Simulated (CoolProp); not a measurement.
Vapour-liquid equilibrium of R125 (1) + n-butane (2) at 310.2 K; x and y are mole fractions of (1).

Computed with CoolProp (multi-fluid Helmholtz-energy mixture model, Lemmon 2005 and Bücker 2006; pair parameters Bell 2016).

| x | bubble pressure, mixture model (bar) | bubble pressure, Raoult's law (bar) | y, mixture model | y, Raoult's law |
|---|---|---|---|---|
| 0.05 | 5.722 | 4.244 | 0.384 | 0.220 |
| 0.2 | 10.46 | 6.526 | 0.667 | 0.573 |
| 0.35 | 13.12 | 8.809 | 0.744 | 0.743 |
| 0.5 | 14.74 | 11.09 | 0.786 | 0.843 |
| 0.65 | 16.04 | 13.37 | 0.824 | 0.909 |
| 0.8 | 17.31 | 15.66 | 0.877 | 0.956 |
| 0.95 | 18.44 | 17.94 | 0.960 | 0.990 |

The largest gap from Raoult's law is +60.3 % in bubble pressure, at x = 0.2. No azeotrope shows between x = 0.05 and 0.95.

Pair parameters are fitted to limited data, so mixtures are less certain than the pure fluids. With so large a gap from Raoult's law the liquid may split in two, which this calculation doesn't test in full.
